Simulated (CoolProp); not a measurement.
Values from CoolProp's reference Helmholtz-energy equation of state, Wagner 2002.

**Question.** Give the vapour pressure (bar), liquid density (kg/m³), vapour Z, vapour viscosity (µPa s) of saturated water at 522, 550.5, 564.7 K.

**Answer.** 
```json
[
 {"T (K)": "522", "p (bar)": "39.0", "liquid density (kg/m³)": "801", "vapour Z": "0.827", "vapour viscosity (µPa s)": "17.4"},
 {"T (K)": "550.5", "p (bar)": "61.6", "liquid density (kg/m³)": "755", "vapour Z": "0.764", "vapour viscosity (µPa s)": "18.5"},
 {"T (K)": "564.7", "p (bar)": "76.1", "liquid density (kg/m³)": "729", "vapour Z": "0.727", "vapour viscosity (µPa s)": "19.2"}
]
```

Viscosity comes from a separate model (Huber 2009).
